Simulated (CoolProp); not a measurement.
Vapour-liquid equilibrium of propane (1) + R227EA (2) at 253.5 K; x and y are mole fractions of (1).

Computed with CoolProp (multi-fluid Helmholtz-energy mixture model, Lemmon 2009 and Lemmon 2016; pair parameters Bell 2016).

```csv
x,"bubble pressure, mixture model (bar)","bubble pressure, Raoult's law (bar)","y, mixture model","y, Raoult's law"
0.05,[?],0.9563,0.318,0.129
0.2,1.991,1.196,[?],0.414
0.35,2.344,1.436,0.700,0.603
0.5,2.497,1.676,0.739,0.739
0.65,[?],1.916,0.768,0.840
0.8,[?],2.156,0.814,0.919
0.95,2.560,2.396,[?],0.982
```

Problem. Fill in the missing entries.

Solution. 
- 0.05, bubble pressure, mixture model (bar): 1.244
- 0.2, y, mixture model: 0.615
- 0.65, bubble pressure, mixture model (bar): 2.574
- 0.8, bubble pressure, mixture model (bar): 2.618
- 0.95, y, mixture model: 0.925

The largest gap from Raoult's law is +66.5 % in bubble pressure, at x = 0.2. y crosses x between x = 0.8 and 0.95: the model has an azeotrope there.

The pair parameters rest on a limited set of measurements; away from them the model extrapolates. With so large a gap from Raoult's law the liquid may split in two, which this calculation doesn't test in full.
